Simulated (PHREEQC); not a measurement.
Solution (60 °C): 0.0017 mol/kgw CaCl2, 0.013 mol/kgw BaCl2 and 0.003 mol/kgw LiCl. Closed to the air; pH follows from the charge balance.

Model: Pitzer model, pitzer.dat, run in PHREEQC.

This is a speciation only: nothing precipitates in the calculation.

Q: Estimate the specific conductance, osmotic coefficient.

A: specific conductance 6930 µS/cm; osmotic coefficient 0.888.

Complexes and solids missing from the database can't appear. Away from 25 °C the constants follow the database's enthalpies or fits; those with neither stay at their 25 °C values.
